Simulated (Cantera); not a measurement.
A closed system holds: 1 mol Si2H6, 0.3 mol O2, 13 mol N2, at 698.15 K and 8700 Pa.

These are equilibrium values from Cantera (NASA tables, ideal gas, pure condensed phases), not measurements of a reactor. Candidate condensed phases: H2O, Si, SiO2, Si2N2O, Si3N4; 35 gas species. The feed counts by its element totals alone. N2 is the only nitrogen source here; it is nearly inert below about 1500 K, so the nitride shown seldom forms there in practice. The numbers say what is thermodynamically allowed, not how fast it happens.

Base state: N2 0.798, H2 0.202, NH3 6.76e-5 (mole fractions); condensed: Si2N2O(s) + Si3N4(s).

### Question
What changes in the equilibrium state with this change: temperature from 698.15 K to 525 K?

### Answer
| species | before | after |
|---|---|---|
| N2 | 0.798 | 0.799 |
| H2 | 0.202 | 0.200 |
| NH3 | 6.76e-5 | 0.00124 |
| Si2N2O(s), mol | 0.600 | 0.600 |
| Si3N4(s), mol | 0.267 | 0.267 |
